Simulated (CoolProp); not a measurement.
Properties of CHF3 (R23) along the isobar 1.52 bar (Tc = 299.3 K, pc = 48.32 bar, ω = 0.263).

The numbers come from the reference Helmholtz-energy equation of state, Penoncello 2003 in CoolProp.

```tsv
T (K)	phase	cp (kJ/(kg K))	cv (kJ/(kg K))	Joule-Thomson coefficient (K/MPa)	conductivity (mW/(m K))	Prandtl number
134.8	liquid	1.195	0.7371	-0.3676	217	6.02
145.7	liquid	1.196	0.7255	-0.3576	193	4.88
156.7	liquid	1.200	0.7197	-0.3448	175	4.10
167.7	liquid	1.208	0.7163	-0.3286	159	3.54
178.7	liquid	1.219	0.7146	-0.3077	147	3.14
189.6	liquid	1.235	0.7146	-0.2810	136	2.83
200.6	gas	0.7172	0.5492	53.48	8.51	0.841
211.6	gas	0.6872	0.5346	42.38	9.09	0.798
222.5	gas	0.6769	0.5333	34.47	9.67	0.780
```

Viscosity comes from a separate model (Shan 2000). Thermal conductivity comes from a separate model (Shan 2000).
